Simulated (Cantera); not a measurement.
Charge: 1 mol Al, 1.8 mol Cl2, equilibrated at 25000 Pa.

Method: chemical equilibrium by Gibbs-energy minimisation in Cantera with the NASA 1993 tables (ideal gas, pure condensed phases). Candidate condensed phases: Al, AlCl3; 8 gas species. Equilibrium is a limit: real reactors are often held back by kinetics, nucleation or transport.

x: gas mole fraction; nothing condenses.

| T (K) | x AlCl3 | x Cl2 | x Al2Cl6 | x Cl | x AlCl2 |
|---|---|---|---|---|---|
| 873 | 0.666 | 0.250 | 0.0841 | 4.43e-5 | <1e-12 |
| 923 | 0.719 | 0.240 | 0.0410 | 0.000110 | <1e-12 |
| 973 | 0.744 | 0.235 | [?] | [?] | 3.59e-12 |
| 1023 | 0.756 | 0.233 | 0.0104 | 0.000525 | 2.26e-11 |
| 1073 | 0.762 | 0.231 | [?] | [?] | 1.18e-10 |
| 1123 | 0.765 | 0.230 | 0.00323 | 0.00192 | 5.32e-10 |
| 1173 | 0.766 | 0.229 | 0.00194 | 0.00339 | 2.10e-9 |
| 1223 | 0.766 | 0.228 | 0.00121 | 0.00571 | 7.40e-9 |
| 1273 | 0.765 | 0.225 | 0.000789 | 0.00921 | 2.36e-8 |
| 1323 | 0.763 | 0.222 | 0.000530 | 0.0143 | 6.90e-8 |

Question: Fill in the missing entries.

Answer: 
- 1073, x Al2Cl6: 0.00566
- 1073, x Cl: 0.00103
- 973, x Al2Cl6: 0.0202
- 973, x Cl: 0.000249
